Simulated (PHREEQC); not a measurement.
Make-up at 25 °C: 1.3 mol/kgw LiCl and 0.1 mol/kgw NaCl. Closed to the air; pH follows from the charge balance.

Computed with PHREEQC (Pitzer model, pitzer.dat).

```tsv
quantity	before	after
pH	6.72	-0.23
SI of Halite (NaCl)	-2.71	-2.65
```

Q: What was changed between the two runs?
(A) LiCl replaced by HCl at the same molality
(B) LiCl from 1.3 to 0.65 mol/kgw
(C) temperature from 25 to 30 °C

A: A, LiCl replaced by HCl at the same molality

Precipitation was switched off in this run.
